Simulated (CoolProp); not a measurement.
A closed Brayton cycle with dry air: compressor inlet 326.15 K and 7.9 MPa, high pressure 16.4 MPa, turbine inlet 990 K, compressor efficiency 0.89, turbine efficiency 0.85, recuperator effectiveness 0 (on enthalpy, no pinch check). Each further row changes one setting.

Values from CoolProp's reference Helmholtz-energy equation of state, Lemmon 2000. It is a pseudo-pure fit of the blend.

```csv
case,thermal efficiency (%),net work (kJ/kg),compressor to turbine work,compressor exit (K),turbine exit (K)
as stated,12.3,79.2,0.53,412.4,847.0
turbine inlet 940 K,12.1,70.8,0.55,412.4,803.1
compressor inlet 336.15 K,12.1,76.3,0.54,424.9,847.0
high pressure 13.9 MPa,(withheld),65.6,(withheld),391.3,(withheld)
recuperator effectiveness 0.5,19.4,79.2,0.53,412.4,847.0
```

### Question
What belongs in the gaps?

### Answer

- high pressure 13.9 MPa, thermal efficiency (%): 9.9
- high pressure 13.9 MPa, compressor to turbine work: 0.50
- high pressure 13.9 MPa, turbine exit (K): 877.4
